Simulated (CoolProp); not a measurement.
R143a along the isotherm 96.25 °C: Z from the reference equation and from simpler models built on Tc = 72.7 °C, pc = 3762 kPa, ω = 0.261; each cubic takes its own stable root.

Values from CoolProp's reference Helmholtz-energy equation of state, Lemmon and Jacobsen 2000.

```json
[
 {"p (kPa)": "59.5", "phase": "gas", "reference": "0.9953"},
 {"p (kPa)": "96.1", "phase": "gas", "reference": "0.9924"},
 {"p (kPa)": "155", "phase": "gas", "reference": "0.9878"},
 {"p (kPa)": "251", "phase": "gas", "reference": "0.9802"},
 {"p (kPa)": "405", "phase": "gas", "reference": "0.9678"},
 {"p (kPa)": "655", "phase": "gas", "reference": "0.9473"},
 {"p (kPa)": "1060", "phase": "gas", "reference": "0.9133"},
 {"p (kPa)": "1710", "phase": "gas", "reference": "0.8558"},
 {"p (kPa)": "2760", "phase": "gas", "reference": "0.7534"},
 {"p (kPa)": "4460", "phase": "supercritical", "reference": "0.5448"},
 {"p (kPa)": "7210", "phase": "supercritical", "reference": "0.3268"},
 {"p (kPa)": "11600", "phase": "supercritical", "reference": "0.4259"},
 {"p (kPa)": "18800", "phase": "supercritical", "reference": "0.6134"}
]
```

### Question
How far does each simpler model (van der Waals, Soave-Redlich-Kwong, Peng-Robinson) lie from the reference over these 13 states: mean and median of the absolute difference, and the worst?

### Answer
- van der Waals: mean 10.0 %, median 1.2 %, worst +43.5 % at 96.25 °C and 18800 kPa
- Soave-Redlich-Kwong: mean 6.0 %, median 0.7 %, worst +26.5 % at 96.25 °C and 7210 kPa
- Peng-Robinson: mean 2.7 %, median 0.3 %, worst +16.4 % at 96.25 °C and 7210 kPa
